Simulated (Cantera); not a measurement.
A diamond (100) surface in a fixed gas of H2 with x(CH4) = 0.0024, x(H) = 0.0066, at 975 K, 18.8 Torr; coverages are run to steady state.

Model: the Harris–Goodwin 1993 mechanism for the reconstructed diamond (100) surface, integrated in Cantera.

θ: site fractions in the mechanism's names (c6HH fully hydrogenated, c6H* and c6*H radical sites, c6** diradical, c6HM methylated).

```json
[
 {"x(CH3)": "1e-06", "growth (µm/h)": "0.0114", "θ c6HH": "0.620", "θ c6H*": "0.0162", "θ c6*H": "0.356", "θ c6**": "0.00811", "θ c6HM": "8.91e-5"},
 {"x(CH3)": "2.2e-06", "growth (µm/h)": "0.0252", "θ c6HH": "0.620", "θ c6H*": "0.0162", "θ c6*H": "0.356", "θ c6**": "0.00811", "θ c6HM": "0.000196"},
 {"x(CH3)": "4.8e-06", "growth (µm/h)": "?", "θ c6HH": "0.620", "θ c6H*": "0.0162", "θ c6*H": "0.355", "θ c6**": "0.00811", "θ c6HM": "?"},
 {"x(CH3)": "1.1e-05", "growth (µm/h)": "0.126", "θ c6HH": "0.619", "θ c6H*": "0.0162", "θ c6*H": "0.355", "θ c6**": "0.00810", "θ c6HM": "0.000979"},
 {"x(CH3)": "2.3e-05", "growth (µm/h)": "0.262", "θ c6HH": "0.618", "θ c6H*": "0.0161", "θ c6*H": "0.355", "θ c6**": "0.00809", "θ c6HM": "0.00204"},
 {"x(CH3)": "5.1e-05", "growth (µm/h)": "0.580", "θ c6HH": "0.616", "θ c6H*": "0.0161", "θ c6*H": "0.353", "θ c6**": "0.00805", "θ c6HM": "0.00452"},
 {"x(CH3)": "0.00011", "growth (µm/h)": "1.24", "θ c6HH": "0.612", "θ c6H*": "0.0160", "θ c6*H": "0.351", "θ c6**": "0.00798", "θ c6HM": "0.00966"},
 {"x(CH3)": "0.00025", "growth (µm/h)": "?", "θ c6HH": "0.602", "θ c6H*": "0.0157", "θ c6*H": "0.345", "θ c6**": "0.00780", "θ c6HM": "?"},
 {"x(CH3)": "0.00054", "growth (µm/h)": "5.76", "θ c6HH": "0.583", "θ c6H*": "0.0152", "θ c6*H": "0.334", "θ c6**": "0.00747", "θ c6HM": "0.0449"}
]
```

**Question.** Complete the blanks.

**Answer.** 
- 4.8e-06, growth (µm/h): 0.0549
- 4.8e-06, θ c6HM: 0.000428
- 0.00025, growth (µm/h): 2.77
- 0.00025, θ c6HM: 0.0216
